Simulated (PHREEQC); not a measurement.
Metal-bearing waste water (model solution)

Consider water at 5 °C with 0.0066 mol FeSO4, 9e-05 mol CuCl2, 0.00022 mol NaHCO3 and 0.00057 mol Na2SO4 per kg of water. Closed to the air; pH follows from the charge balance.

Computed with PHREEQC (ion-association model, wateq4f.dat).

Each row changes one thing in this solution. This is a speciation only: nothing precipitates in the calculation.

```tsv
case	pH	ionic strength (mol/kgw)	SO4-2 (mol/kgw)	Fe+2 (mol/kgw)	FeSO4 (mol/kgw)	NaSO4- (mol/kgw)	SI of Melanterite (FeSO4:7H2O)	SI of Mirabilite (Na2SO4:10H2O)
as made	6.81	0.0233	0.00588	0.00531	0.00125	1.96e-5	-2.49	-6.23
Na2SO4 from 0.00057 to 0.000855 mol/kgw	6.81	0.0240	0.00613	0.00528	0.00128	2.88e-5	-2.49	-5.91
CuCl2 left out	7.46	0.0232	0.00590	0.00529	0.00125	1.97e-5	-2.49	-6.23
temperature from 5 to 60 °C	6.49	0.0195	0.00494	0.00434	0.00219	2.27e-5	-3.28	-8.78
diluted 10-fold with water	6.80	0.00271	0.000683	0.000626	3.33e-5	3.25e-7	-4.07	-8.93
NaHCO3 left out	5.92	0.0232	0.00587	0.00534	0.00126	1.65e-5	-2.49	-6.38
```

Some of these states are supersaturated (in Malachite, Siderite, Cu(OH)2, for instance). Away from 25 °C the constants follow the database's enthalpies or fits; those with neither stay at their 25 °C values. The database's constant for dissolved Cu(OH)2 is higher than later reviews accept.
